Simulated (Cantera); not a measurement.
# Equilibrium for halide evaporation, hydrolysis and transport: CsCl + HCl + H₂ + O₂

Charge: 1 mol CsCl, 1.9 mol HCl, 0.91 mol H₂, 0.43 mol O₂, held at 850 K and 638 Torr.

Cantera equilibrium calculation (NASA polynomials, part measured and part estimated; ideal gas, pure solids and liquids). Candidate condensed phases: Cs, CsCl, CsOH, H₂O; 22 gas species. The numbers say what is thermodynamically allowed, not how fast it happens.

The x(HCl) comes out as 0.676 and the x(H₂O) comes out as 0.306. The x(H₂) comes out as 0.0178. The x(CsCl) is 1.95e-5, the x(Cs₂Cl₂) comes out as 9.40e-6 and the n(CsCl(s)) is 1.000 mol. The gas amount is 2.810 mol and the log10 activity of CsOH(l) (absent) is -10.61. The log10 activity of Cs(l) (absent) is -16.69.
